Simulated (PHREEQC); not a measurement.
Make-up at 25 °C: 0.022 mol HF, 0.0065 mol KF and 4.1e-05 mol H2SO4 per kg of water. Closed to the air; pH follows from the charge balance.

Model: ion-association model, phreeqc.dat, run in PHREEQC.

No solid was allowed to form.

Task: Order these F species by the share of F that they hold, largest first: F-, HF2-, HF.

Result: HF (68 %), F- (27 %), HF2- (4.1 %)

Task: Order these S species by the share of S that they hold, largest first: SO4-2, HSO4-, KSO4-.

Result: SO4-2 (86 %), HSO4- (12 %), KSO4- (2.7 %)

The pH is 2.74 and the ionic strength 0.00853 mol/kgw. Complexes and solids missing from the database can't appear.
